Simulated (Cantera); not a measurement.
Input (Python, Cantera):

```python
import numpy as np
import cantera as ct

gas = ct.Solution("gri30.yaml", transport_model="multicomponent")
show = ['H', 'CH3', 'OH']

rows = []
print(f"{'T/K':>7s}{'rho':>11s}{'cp':>10s}{'mu':>11s}{'lambda':>11s}{'Pr':>7s}" + "".join(f"{'D_' + s:>11s}" for s in show))
for T in [400, 550, 700, 850, 1000, 1150]:
    gas.TPX = T, 10, {'C2H4': 0.6, 'H2O': 0.89}
    Pr = gas.cp_mass * gas.viscosity / gas.thermal_conductivity
    D = [gas.mix_diff_coeffs_mole[gas.species_index(s)] for s in show]
    rows.append([gas.density, gas.cp_mass, gas.viscosity, gas.thermal_conductivity, Pr, *D])
    print(f"{T:7g}{gas.density:11.4e}{gas.cp_mass:10.1f}{gas.viscosity:11.4e}"
          f"{gas.thermal_conductivity:11.4e}{Pr:7.3f}" + "".join(f"{d:11.4e}" for d in D))
print("SI units: kg/m3, J/kg/K, Pa s, W/m/K, m2/s")
```

It prints:

```
    T/K        rho        cp         mu     lambda     Pr        D_H      D_CH3       D_OH
    400 6.6323e-05    1889.0 1.3733e-05 3.6736e-02  0.706 1.9333e+00 3.5745e-01 5.2932e-01
    550 4.8235e-05    2187.2 1.8784e-05 5.7444e-02  0.715 3.4857e+00 6.4451e-01 9.3684e-01
    700 3.7899e-05    2442.1 2.3583e-05 7.9557e-02  0.724 5.3765e+00 9.9416e-01 1.4285e+00
    850 3.1211e-05    2643.5 2.8130e-05 1.0177e-01  0.731 7.5697e+00 1.3997e+00 1.9960e+00
   1000 2.6529e-05    2836.1 3.2446e-05 1.2485e-01  0.737 1.0040e+01 1.8565e+00 2.6335e+00
   1150 2.3069e-05    2996.2 3.6553e-05 1.4765e-01  0.742 1.2768e+01 2.3611e+00 3.3368e+00
SI units: kg/m3, J/kg/K, Pa s, W/m/K, m2/s
```

Computed with Cantera and GRI-Mech 3.0 (53 species, 325 reactions). Polar gases are described roughly by these parameters. The composition is frozen, though it would react at the higher temperatures.
